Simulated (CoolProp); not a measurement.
Vapour-liquid equilibrium of R125 (1) + dimethyl ether (2) at 0.397 MPa; x and y are mole fractions of (1).

Model: multi-fluid Helmholtz-energy mixture model, Lemmon 2005 and Wu 2011; pair parameters Bell 2016, in CoolProp.

| x | bubble temperature (K) | y at the bubble point | dew temperature at overall composition x (K) | liquid density (mol/L) |
|---|---|---|---|---|
| 0.05 | 284.3 | 0.071 | 284.5 | 14.62 |
| 0.125 | 283.1 | 0.177 | 283.7 | 14.35 |
| 0.2 | 281.7 | 0.283 | 282.8 | 14.09 |
| 0.275 | 280.1 | 0.388 | 281.8 | 13.84 |
| 0.35 | 278.3 | 0.490 | 280.7 | 13.60 |
| 0.425 | 276.2 | 0.587 | 279.4 | 13.37 |
| 0.5 | 274.0 | 0.677 | 278.1 | 13.14 |
| 0.575 | 271.6 | 0.759 | 276.5 | 12.92 |
| 0.65 | 269.0 | 0.829 | 274.7 | 12.69 |
| 0.725 | 266.4 | 0.886 | 272.6 | 12.47 |
| 0.8 | 263.7 | 0.931 | 270.1 | 12.24 |
| 0.875 | 261.2 | 0.965 | 266.9 | 12.00 |
| 0.95 | 259.0 | 0.989 | 262.4 | 11.75 |

No azeotrope shows between x = 0.05 and 0.95.

The pair parameters rest on a limited set of measurements; away from them the model extrapolates.
